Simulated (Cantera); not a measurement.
## NO annealing gas

An isothermal, constant-pressure homogeneous reactor starts with NO : N2 = 1 : 0.14 (molar parts), at 1950 K and 0.503 atm.

Model: GRI-Mech 3.0 (53 species, 325 reactions), integrated in Cantera.

```csv
t (s),x NO,x NO2,x N2O,x O2,x N2
0.000200,0.877,4.25e-5,5.75e-5,2.48e-6,0.123
0.000511,0.877,0.000121,0.000129,2.05e-5,0.123
0.00131,0.876,0.000234,0.000240,0.000168,0.123
0.00334,0.875,0.000280,0.000324,0.000809,0.124
0.00855,0.871,0.000300,0.000336,0.00261,0.125
0.0219,0.862,0.000338,0.000327,0.00723,0.130
0.0559,0.838,0.000414,0.000306,0.0189,0.142
0.143,0.781,0.000535,0.000260,0.0473,0.170
0.366,0.655,0.000649,0.000177,0.110,0.234
0.935,0.434,0.000599,7.46e-5,0.221,0.344
2.39,0.186,0.000320,1.34e-5,0.345,0.468
6.12,0.0479,9.01e-5,1.10e-6,0.414,0.537
15.6,0.0132,2.53e-5,3.12e-7,0.432,0.555
40.0,0.00822,1.58e-5,2.75e-7,0.434,0.557
```
x: mole fraction; the columns are a selection and need not sum to one.

Equilibrium at this temperature and pressure: NO 0.00808, NO2 1.56e-5, N2O 2.74e-7, O2 0.434, N2 0.557 (gas phase only).
